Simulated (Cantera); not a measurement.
A Cantera script and what it prints.

```python
import numpy as np
import cantera as ct

gas_names = [...]  # 123 gases of nasa_gas.yaml made of C, H, O, Si
cond_names = """
    C(gr) C6H6(L) C7H8(L) C8H18(L),n-octa H2O(s) H2O(L) Si(cr) Si(L) SiC(b) SiO2(Lqz) SiO2(hqz) SiO2(L)
""".split()


# ... load() reads the species with a 1 bar reference pressure and builds the phases ...
atoms = {
    'Si2H6': {'Si': 2, 'H': 6},
    'O3': {'O': 3},
    'H2': {'H': 2},
    'CO2': {'C': 1, 'O': 2},
}
top_T = {'C(gr)': 4500, 'SiC(b)': 3050}  # K; cautious upper limits of use, not melting points


# ... equilibrate(T, P, feed) seeds the gas with the atoms and calls Mixture.equilibrate('TP', solver="vcs", rtol=1e-11, max_steps=5000) ...
results = []
feed = {'Si2H6': 1, 'O3': 1.1, 'H2': 25, 'CO2': 0.63}  # mol
T = 1023  # K
P = 44000  # Pa
mix = equilibrate(T, P, feed)
results.append((T, P, feed, dict(zip(mix.species_names, mix.species_moles))))
x = sorted(zip(gas.X, gas.species_names), reverse=True)
print(f"T = {T:g} K  P = {P:g} Pa  gas = {mix.phase_moles(0):.4g} mol")
print("   x: " + "  ".join(f"{s} {v:.3e}" for v, s in x if v > 1e-05))
print("   condensed (mol): " + ("  ".join(f"{mix.phase(i).name} {mix.phase_moles(i):.4g}"
      for i in range(1, mix.n_phases) if mix.phase_moles(i) > 1e-12) or "none"))
```

Result:

```
T = 1023 K  P = 44000 Pa  gas = 28.15 mol
   x: H2 9.717e-01  CO 1.377e-02  CH4 8.502e-03  H2O 5.906e-03  CO2 1.094e-04
   condensed (mol): SiO2(hqz) 2
```

Method: chemical equilibrium by Gibbs-energy minimisation in Cantera with the NASA 1993 tables (ideal gas, pure condensed phases). The feed counts by its element totals alone.
